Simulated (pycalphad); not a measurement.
Source of the numbers: pycalphad with the COST 507 light-alloy database (1999); pressure 1 atm. The data set is of 1999 and partly superseded. Not assessed as a whole: an extrapolation from subsystems, which can miss ternary compounds. Amounts are mole fractions of atoms. Kinetics are ignored, which matters at the lower temperatures.

Q: Give the equilibrium state of Ti-0.25Fe-1.45Si-0.62Mn (at.%) at 457 °C.

A: 
```
T = 730.00 K, P = 101325 Pa, N = 1 mol of atoms
G = -31371 J/mol, H = 9109 J/mol, S = 55.45 J/(mol K)  (SER reference)
chemical potentials (J/mol): Ti -28434, Fe -71264, Si -216219, Mn -45646
phase             fraction      x(Ti)      x(Fe)      x(Si)      x(Mn)
HCP_A3              0.9434     0.9949   0.000104     0.0035     0.0015
SITI3               0.0449     0.7500       none     0.2500       none
LAVES_C14           0.0117     0.3888     0.2048       none     0.4063
```

Q: Give the equilibrium state of Ti-0.25Fe-1.45Si-0.62Mn (at.%) at 617 °C.

A: 
```
T = 890.00 K, P = 101325 Pa, N = 1 mol of atoms
G = -40783 J/mol, H = 14364 J/mol, S = 61.96 J/(mol K)  (SER reference)
chemical potentials (J/mol): Ti -37842, Fe -88219, Si -222337, Mn -60426
phase             fraction      x(Ti)      x(Fe)      x(Si)      x(Mn)
HCP_A3              0.9079     0.9929   0.000274     0.0041     0.0028
BCC_A2              0.0500     0.8762     0.0450     0.0048     0.0740
SITI3               0.0421     0.7500       none     0.2500       none
```

Database names, with the compositions (at.%) that they take in these runs: SITI3: Ti 75 Si 25; LAVES_C14: Mn 39-46 Ti 35-40 Fe 19-21. BCC_A2 is bcc; HCP_A3 is hcp. An entry "none" or "no" means that the model of the phase leaves that element out.
